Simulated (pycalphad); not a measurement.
## Freezing of Si-Cu alloys with rising Cu

CALPHAD calculation (pycalphad, COST 507 light-alloy database (1999)), 1 atm. The data set is of 1999 and partly superseded. Amounts are mole fractions of atoms.

Scheil-Gulliver runs (no diffusion in the solid, steps of 4 K) beside full equilibrium.

```
alloy             liquidus (K)  Scheil, half solid (K)  Scheil, 80 % solid (K)  Scheil, invariant end (K)  liquid left at that end  equilibrium solidus (K)
----------------  ------------  ----------------------  ----------------------  -------------------------  -----------------------  -----------------------
Si-22.8Cu (at.%)          1545                    1378    at the invariant end                       1074                     0.33                     1074
Si-30.4Cu (at.%)    (withheld)              (withheld)    at the invariant end                       1074               (withheld)                     1074
Si-60.8Cu (at.%)          1224    at the invariant end    at the invariant end                       1074                     0.88                     1074
```

Q: Complete the blanks.

A: 
- Si-30.4Cu (at.%), liquidus (K): 1491
- Si-30.4Cu (at.%), Scheil, half solid (K): 1224
- Si-30.4Cu (at.%), liquid left at that end: 0.44
